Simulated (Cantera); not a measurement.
A Cantera script and what it prints.

```python
import numpy as np
import cantera as ct

gas_names = [...]  # 113 gases of nasa_gas.yaml made of C, H, O, Pb
cond_names = """
    C(gr) C6H6(L) C7H8(L) C8H18(L),n-octa H2O(s) H2O(L) Pb(cr) Pb(L) PbO(rd) PbO(yw) PbO(L) PbO2(s)
    Pb3O4(s)
""".split()


# ... load() reads the species with a 1 bar reference pressure and builds the phases ...
atoms = {
    'Pb': {'Pb': 1},
    'CO': {'C': 1, 'O': 1},
    'H2': {'H': 2},
    'H2O': {'H': 2, 'O': 1},
}
top_T = {'C(gr)': 4500, 'Pb3O4(s)': 820}  # K; cautious upper limits of use, not melting points


# ... equilibrate(T, P, feed) seeds the gas with the atoms and calls Mixture.equilibrate('TP', solver="vcs", rtol=1e-11, max_steps=5000) ...
results = []
feed = {'Pb': 1, 'CO': 2.4, 'H2': 1.3, 'H2O': 0.084}  # mol
T = 1948  # K
P = 10000  # Pa
mix = equilibrate(T, P, feed)
results.append((T, P, feed, dict(zip(mix.species_names, mix.species_moles))))
print(gas.report(threshold=0.001))
for i in range(1, mix.n_phases):
    print(f"{mix.phase(i).name:16s} {mix.phase_moles(i):12.5e} mol")
```

Result:

```
       temperature   1948 K
          pressure   10000 Pa
           density   0.035917 kg/m^3
  mean mol. weight   58.174 kg/kmol
   phase of matter   gas

                          1 kg             1 kmol
                     ---------------   ---------------
          enthalpy        5.4003e+05        3.1415e+07  J
   internal energy        2.6161e+05        1.5219e+07  J
           entropy            4436.6        2.5809e+05  J/K
    Gibbs function       -8.1025e+06       -4.7135e+08  J
 heat capacity c_p            574.98             33449  J/K
 heat capacity c_v            432.06             25134  J/K

                      mass frac. Y      mole frac. X     chem. pot. / RT
                     ---------------   ---------------   ---------------
                CO           0.23888           0.49612           -37.441
               CO2         0.0038485         0.0050872           -63.431
                 H        3.2509e-05         0.0018762           -11.494
                H2         0.0095536           0.27568           -22.988
               H2O         0.0038439          0.012412           -48.978
                Pb           0.74354           0.20876           -15.494
     [ +107 minor]        0.00030422        6.6291e-05

C(gr)             0.00000e+00 mol
Pb(L)             0.00000e+00 mol
PbO(L)            0.00000e+00 mol
```

These are equilibrium values from Cantera (NASA tables, ideal gas, pure condensed phases), not measurements of a reactor.
